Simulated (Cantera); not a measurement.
A perfectly stirred reactor is fed with CH₄ : H₂ : O₂ : N₂ = 1 : 0.13 : 4.92 : 18.5 (molar parts), equivalence ratio 0.42, at 32000 Pa; it is adiabatic with a 350 K inlet, and is followed from long to short residence time, starting on the burning branch (τ in s: 0.024, 0.012, 0.0055, 0.0026, 0.0013, 0.0006, 0.00028, 0.00014, 6.4e-05, 3.1e-05).

Model: GRI-Mech 3.0 (53 species, 325 reactions), integrated in Cantera.

Problem. What does this change do: pressure from 32000 Pa to 890000 Pa?

Solution. 
| quantity | before | after |
|---|---|---|
| blow-out, bracketed by the residence times tried | burning at 5.50 ms, out at 2.60 ms | burning at 24.0 ms, out at 12.0 ms |
| x(CH₄) at τ = 24.0 ms | 0.000164 | 0.000831 |
| x(H₂) at τ = 24.0 ms | 0.000328 | 0.000214 |
| x(O₂) at τ = 24.0 ms | 0.118 | 0.121 |
| x(CH₂CO) at τ = 24.0 ms | 1.65e-8 | 9.16e-6 |
| x(HCN) at τ = 24.0 ms | 8.06e-10 | 1.45e-10 |
| x(CH₄) at τ = 0.600 ms | 0.0407 | 0.0407 |
| x(H₂) at τ = 0.600 ms | 0.00530 | 0.00530 |
| x(O₂) at τ = 0.600 ms | 0.200 | 0.200 |
| x(CH₂CO) at τ = 0.600 ms | <1e-12 | <1e-12 |
| x(HCN) at τ = 0.600 ms | <1e-12 | <1e-12 |

Problem. What does this change do: pressure from 32000 Pa to 810000 Pa?

Solution. 
| quantity | before | after |
|---|---|---|
| blow-out, bracketed by the residence times tried | burning at 5.50 ms, out at 2.60 ms | burning at 24.0 ms, out at 12.0 ms |
| x(CH₄) at τ = 24.0 ms | 0.000164 | 0.000801 |
| x(H₂) at τ = 24.0 ms | 0.000328 | 0.000216 |
| x(O₂) at τ = 24.0 ms | 0.118 | 0.121 |
| x(CH₂CO) at τ = 24.0 ms | 1.65e-8 | 8.85e-6 |
| x(HCN) at τ = 24.0 ms | 8.06e-10 | 1.62e-10 |
| x(CH₄) at τ = 0.600 ms | 0.0407 | 0.0407 |
| x(H₂) at τ = 0.600 ms | 0.00530 | 0.00530 |
| x(O₂) at τ = 0.600 ms | 0.200 | 0.200 |
| x(CH₂CO) at τ = 0.600 ms | <1e-12 | <1e-12 |
| x(HCN) at τ = 0.600 ms | <1e-12 | <1e-12 |
